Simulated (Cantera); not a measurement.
What does this Cantera script print?

```python
import numpy as np
import cantera as ct

gas_names = """
    C CO CO2 C2 C2O C3 C3O2 C4 C5 Mg MgO Mg2 O O2 O3
""".split()
cond_names = """
    C(gr) Mg(cr) Mg(L) MgCO3(s) MgO(s) MgO(L)
""".split()


# ... load() reads the species with a 1 bar reference pressure and builds the phases ...
atoms = {
    'MgO': {'Mg': 1, 'O': 1},
    'C': {'C': 1},
    'CO': {'C': 1, 'O': 1},
}
top_T = {'C(gr)': 4500}  # K; cautious upper limits of use, not melting points


# ... equilibrate(T, P, feed) seeds the gas with the atoms and calls Mixture.equilibrate('TP', solver="vcs", rtol=1e-11, max_steps=5000) ...
results = []
feed = {'MgO': 1, 'C': 2.6, 'CO': 0.029}  # mol
T = 2475  # K
P = 133.322  # Pa
mix = equilibrate(T, P, feed)
results.append((T, P, feed, dict(zip(mix.species_names, mix.species_moles))))
x = sorted(zip(gas.X, gas.species_names), reverse=True)
print(f"T = {T:g} K  P = {P:g} Pa  gas = {mix.phase_moles(0):.4g} mol")
print("   x: " + "  ".join(f"{s} {v:.3e}" for v, s in x if v > 1e-05))
print("   condensed (mol): " + ("  ".join(f"{mix.phase(i).name} {mix.phase_moles(i):.4g}"
      for i in range(1, mix.n_phases) if mix.phase_moles(i) > 1e-12) or "none"))
```

It prints:

```
T = 2475 K  P = 133.322 Pa  gas = 2.03 mol
   x: CO 5.070e-01  Mg 4.927e-01  C3 2.517e-04  C 8.822e-05  C2 2.308e-05
   condensed (mol): C(gr) 1.598
```

Cantera equilibrium calculation (NASA polynomials, part measured and part estimated; ideal gas, pure solids and liquids).
